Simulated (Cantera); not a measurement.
An adiabatic, constant-pressure homogeneous reactor starts with 45.2 % CO, 1.67 % H2, 11.2 % O2, 42.0 % N2, equivalence ratio 2.1, at 1325 K and 3000000 Pa.

Computed with Cantera and GRI-Mech 3.0 (53 species, 325 reactions). The hydrogen kinetics of GRI-Mech 3.0 are dated; newer H2 mechanisms differ, most at raised pressure. The pressure lies above the range GRI-Mech 3.0 was tuned for (to about 10 atm).

Q: Predict: time of steepest temperature rise; temperature at 0.100 s; equilibrium temperature; x(CO) at 0.100 s; x(H2) at 0.100 s; x(O2) at 0.100 s; x(H2O) at 0.100 s; x(HO2) at 0.100 s; x(N2O) at 0.100 s.

A: 
```json
{
 "time_of_steepest_temperature_rise": "10.9 µs",
 "temperature at 0.100 s": "2924 K",
 "equilibrium_temperature": "2924 K",
 "x(CO) at 0.100 s": "0.279 (gas-phase equilibrium 0.279)",
 "x(H2) at 0.100 s": "0.00248 (gas-phase equilibrium 0.00248)",
 "x(O2) at 0.100 s": "0.00139 (gas-phase equilibrium 0.00139)",
 "x(H2O) at 0.100 s": "0.0146 (gas-phase equilibrium 0.0146)",
 "x(HO2) at 0.100 s": "7.63e-7 (gas-phase equilibrium 7.63e-7)",
 "x(N2O) at 0.100 s": "6.51e-7 (gas-phase equilibrium 6.51e-7)"
}
```
